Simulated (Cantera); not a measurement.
Charge: 1 mol Pb, 0.15 mol N2, 0.0057 mol HCl, at 2.03 Torr.

Method: chemical equilibrium by Gibbs-energy minimisation in Cantera with the NASA 1993 tables (ideal gas, pure condensed phases). Candidate condensed phases: NH4Cl, Pb, PbCl2; 17 gas species. Kinetics and transport are ignored.

Question: Which condensed phases are stable at each of these points (T (°C)): 825, 875, 925, 975, 1025, 1075, 1125, 1175, 1225, 1275, 1325?

Answer: 
```
T (°C)  condensed phases  Pb condensed (%)
------  ----------------  ----------------
825                Pb(l)              98.9
875                Pb(l)              97.7
925                Pb(l)              94.7
975                Pb(l)              84.8
1025            gas only               0.0
1075            gas only               0.0
1125            gas only               0.0
1175            gas only               0.0
1225            gas only               0.0
1275            gas only               0.0
1325            gas only               0.0
```

From 825 °C to 975 °C the condensed part is Pb(l). From 1025 °C to 1325 °C nothing is condensed.
